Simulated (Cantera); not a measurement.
Feed: 1 mol Fe3O4, 4.7 mol C, 1.8 mol N2, equilibrated at 0.128 Torr.

Cantera equilibrium calculation (NASA polynomials, part measured and part estimated; ideal gas, pure solids and liquids). Candidate condensed phases: C, Fe, Fe(CO)5, FeO, Fe2O3, Fe3O4; 27 gas species. Iron dissolves carbon and melts from about 1420 K in contact with it, which pure phases cannot show. Condensed phases not in the tables: cementite and carbon dissolved in iron. Rates play no part.

Q: At 1773 K, list the 3 most abundant gas species with their mole fractions, and the condensed phases.

A: CO 0.609, N2 0.274, Fe 0.116. Condensed: C(graphite) + Fe(δ).
